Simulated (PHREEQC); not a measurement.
1 kg of water holding 0.085 mol CaCl2, 0.0045 mol SrCl2 and 0.022 mol KCl is evaporated at 20 °C; the solids stay in contact with the brine. No CO2 enters from the air. Only these solids could form: Portlandite, Sylvite.

The numbers come from PHREEQC with the Pitzer model, pitzer.dat.

| water left (kg) | ionic strength | water activity | Sylvite (mol) | Ca in solution (mol/kgw) | Sr in solution (mol/kgw) | Cl in solution (mol/kgw) |
|---|---|---|---|---|---|---|
| 1 | 0.290 | 0.995 | 0 | 0.0850 | 0.00450 | 0.201 |
| 0.8219 | 0.353 | 0.994 | 0 | 0.103 | 0.00548 | 0.245 |
| 0.6755 | 0.430 | 0.993 | 0 | 0.126 | 0.00666 | 0.298 |
| 0.5552 | 0.523 | 0.991 | 0 | 0.153 | 0.00811 | 0.362 |
| 0.4563 | 0.637 | 0.989 | 0 | 0.186 | 0.00986 | 0.440 |
| 0.375 | 0.775 | 0.987 | 0 | 0.227 | 0.0120 | 0.536 |
| 0.3082 | 0.942 | 0.984 | 0 | 0.276 | 0.0146 | 0.652 |
| 0.2533 | 1.15 | 0.980 | 0 | 0.336 | 0.0178 | 0.793 |
| 0.2082 | 1.40 | 0.976 | 0 | 0.408 | 0.0216 | 0.965 |
| 0.1711 | 1.70 | 0.970 | 0 | 0.497 | 0.0263 | 1.17 |
| 0.1407 | 2.07 | 0.963 | 0 | 0.604 | 0.0320 | 1.43 |
| 0.1156 | 2.51 | 0.953 | 0 | 0.735 | 0.0389 | 1.74 |
| 0.09502 | 3.06 | 0.941 | 0 | 0.895 | 0.0474 | 2.12 |
| 0.07809 | 3.72 | 0.924 | 0 | 1.09 | 0.0576 | 2.57 |
| 0.06418 | 4.53 | 0.902 | 0 | 1.32 | 0.0701 | 3.13 |
| 0.05275 | 5.51 | 0.873 | 0 | 1.61 | 0.0853 | 3.81 |
| 0.04335 | 6.70 | 0.834 | 0 | 1.96 | 0.104 | 4.64 |
| 0.03564 | 8.15 | 0.783 | 0 | 2.38 | 0.126 | 5.64 |
| 0.0293 | 9.92 | 0.716 | 0 | 2.90 | 0.154 | 6.86 |
| 0.02407 | 12.1 | 0.631 | 0 | 3.53 | 0.187 | 8.35 |
| 0.01979 | 14.4 | 0.534 | 0.00471 | 4.30 | 0.227 | 9.92 |
| 0.01627 | 17.1 | 0.423 | 0.0115 | 5.22 | 0.277 | 11.6 |

Sylvite from water left = 0.01979 kg.
